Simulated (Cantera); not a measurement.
Cantera run, input and output.

```python
import numpy as np
import cantera as ct

gas = ct.Solution("gri30.yaml")
gas.TPX = 2150, 25000, {'CH4': 1, 'CO2': 0.33, 'H2': 0.73}
inlet = ct.Reservoir(gas, clone=True)

reactor = ct.IdealGasConstPressureReactor(gas, energy="off", clone=False)
exhaust = ct.Reservoir(gas, clone=True)
tau = [14, 4.3, 1.3, 0.41, 0.13, 0.04, 0.012, 0.0038][0]
for a, b in ((inlet, reactor), (reactor, exhaust)):
    ct.MassFlowController(a, b, mdot=lambda t: reactor.mass / tau)
net = ct.ReactorNet([reactor])
show = ['CH4', 'CO2', 'H2', 'CO', 'C2H', 'H2O2', 'C2H2']

rows = []
print(f"{'tau/s':>10s}{'T/K':>9s}" + "".join(f"{s:>11s}" for s in show))
for tau in [14, 4.3, 1.3, 0.41, 0.13, 0.04, 0.012, 0.0038]:
    net.initial_time = 0.0
    net.advance(30 * tau)
    before = gas.X
    net.advance(40 * tau)
    drift = np.max(np.abs(gas.X - before) / (gas.X + 1e-9))
    rows.append([gas.T, *gas[show].X, drift])
    print(f"{tau:10.3e}{gas.T:9.1f}" + "".join(f"{x:11.3e}" for x in gas[show].X))
```

Result:

```
     tau/s      T/K        CH4        CO2         H2         CO        C2H       H2O2       C2H2
 1.400e+01   2150.0  5.446e-04  5.285e-06  6.999e-01  1.941e-01  2.979e-05  1.411e-17  9.816e-02
 4.300e+00   2150.0  8.740e-04  1.718e-05  6.995e-01  1.940e-01  2.962e-05  1.464e-16  9.809e-02
 1.300e+00   2150.0  1.541e-03  5.689e-05  6.986e-01  1.937e-01  2.925e-05  1.550e-15  9.808e-02
 4.100e-01   2150.0  2.782e-03  1.806e-04  6.965e-01  1.926e-01  2.863e-05  1.456e-14  9.843e-02
 1.300e-01   2150.0  5.148e-03  5.613e-04  6.913e-01  1.890e-01  2.787e-05  1.224e-13  1.001e-01
 4.000e-02   2150.0  9.866e-03  1.692e-03  6.786e-01  1.787e-01  2.750e-05  8.416e-13  1.054e-01
 1.200e-02   2150.0  1.936e-02  4.776e-03  6.538e-01  1.573e-01  2.790e-05  3.664e-12  1.161e-01
 3.800e-03   2150.0  3.735e-02  1.265e-02  6.224e-01  1.288e-01  2.760e-05  7.884e-12  1.257e-01
```

Cantera simulation using GRI-Mech 3.0 (53 species, 325 reactions); the numbers are that mechanism's predictions, not measurements. GRI-Mech 3.0 stops at C3 and has no aromatics, soot or wall deposition, so with more carbon than oxygen in the feed, carbon stays in small species such as C2H2 where larger ones or solid carbon would form.
